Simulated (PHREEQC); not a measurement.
Dissolve 0.0019 mol CaSO4 and 0.0032 mol Pb(NO3)2 per kg of water at 20 °C and 300 atm. Closed to the air; pH follows from the charge balance.

Equilibrium calculation in PHREEQC: ion-association model, phreeqc.dat.

No solid was allowed to form.

Question: Order these Pb species by the share of Pb that they hold, largest first: PbSO4, PbNO3+, Pb(SO4)2-2, Pb+2, PbOH+.

Answer: Pb+2 (75 %), PbSO4 (19 %), PbNO3+ (5.3 %), PbOH+ (0.19 %), Pb(SO4)2-2 (0.14 %)

The pH is 5.24 and the ionic strength 0.0139 mol/kgw. Under pressure, the constants of complexes without a molar volume in the database are unreliable.
